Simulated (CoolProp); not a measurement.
Saturation properties of n-heptane (Tc = 268.1 °C, pc = 2774 kPa, ω = 0.349).

Values from CoolProp's reference Helmholtz-energy equation of state, Span 2003. It is a short technical equation, of lower accuracy than the large ones.

| T (°C) | p (kPa) | vapour density (kg/m³) | vapour viscosity (µPa s) |
|---|---|---|---|
| 137.65 | 282.8 | 9.300 | 8.00 |
| 144.85 | 333.3 | 10.93 | 8.16 |
| 152.05 | 390.4 | 12.79 | 8.33 |
| 159.25 | 454.6 | 14.91 | 8.52 |
| 166.45 | 526.5 | 17.31 | 8.72 |
| 173.75 | 607.8 | 20.09 | 8.94 |
| 180.95 | 697.0 | 23.20 | 9.18 |
| 188.15 | 795.6 | 26.75 | 9.45 |
| 195.35 | 904.4 | 30.81 | 9.75 |
| 202.55 | 1024 | 35.48 | 10.1 |

It boils at 98.4 °C under 1 atm.

Viscosity comes from a separate model (Michailidou 2014).
